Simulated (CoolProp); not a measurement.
Saturated liquid density (kg/m³) of dimethyl carbonate: the reference equation beside estimates from Tc = 283.9 °C, pc = 4.909 MPa, ω = 0.346.

Computed with CoolProp (reference Helmholtz-energy equation of state, Zhou 2011).

| T (°C) | reference | Soave-Redlich-Kwong | Peng-Robinson |
|---|---|---|---|
| 65.55 | 1008 | 899.3 | 1015 |
| 90.65 | 973.2 | 869.6 | [?] |
| 115.75 | 936.5 | 836.1 | 946.2 |
| 140.85 | 897.7 | 798.1 | 904.5 |
| 165.85 | 856.4 | 754.8 | 856.3 |
| 190.95 | [?] | 704.1 | 799.2 |
| 216.05 | 759.6 | 643.5 | 730.1 |
| 241.15 | [?] | 568.1 | 642.5 |
| 266.25 | 604.1 | 463.3 | 519.0 |

Question: Complete the blanks.

Answer: 
- 90.65, Peng-Robinson: 982.6
- 190.95, reference: 811.0
- 241.15, reference: 696.8

Absolute difference from the reference over all 9 rows, mean and median: Soave-Redlich-Kwong 13.9 and 11.9 %, Peng-Robinson 3.4 and 1.0 %.
